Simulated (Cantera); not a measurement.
A jet of 1.84 % H2, 17.4 % O2, 80.8 % N2, equivalence ratio 0.053 at 300 K and 0.320 bar hits a platinum plate 6.9 cm away at a mass flux of 0.083 kg/m²/s; the plate temperature is set and raised in steps from an oxygen-covered start.

Computed with Cantera and Deutschmann's 1995 Pt surface mechanism with GRI-Mech 3.0 gas chemistry. Catalytic surfaces can have several steady states; this one follows from the mechanism file's or the stated starting coverage.

One state of this run: wall x H2 = 0.00162; wall x O2 = 0.156; wall x H2O = 0.0327; wall x OH = <1e-8; θ free Pt = 0.0171; θ O* = 0.977; θ OH* = 0.00578. x: mole fraction at the wall; θ: surface coverage.

Q: Which value of plate T (K) does it belong to?
A. 700
B. 800
C. 750
D. 600

A: D, 600
